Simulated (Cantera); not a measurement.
Mixture: 1.86 % C2H4, 13.3 % O2, 77.0 % N2, 7.82 % H2O, at 460000 Pa, adiabatic and at constant volume. Ignition delay is the time to a rise of 400 K.

Model: GRI-Mech 3.0 (53 species, 325 reactions), integrated in Cantera. GRI-Mech 3.0 was tuned for natural gas; its chemistry of ethylene as a main component is partial and can be far from experiment. Where the delays flatten at high temperature, the 400 K rule measures the pace of heat release, not the induction time.

Task: Predict: delay at 1175 K; delay at 1325 K; delay at 1475 K; delay at 1625 K; delay at 1775 K.

Result: delay at 1175 K: 1.34 ms
delay at 1325 K: 68.1 µs
delay at 1475 K: 18.2 µs
delay at 1625 K: 9.54 µs
delay at 1775 K: 6.84 µs
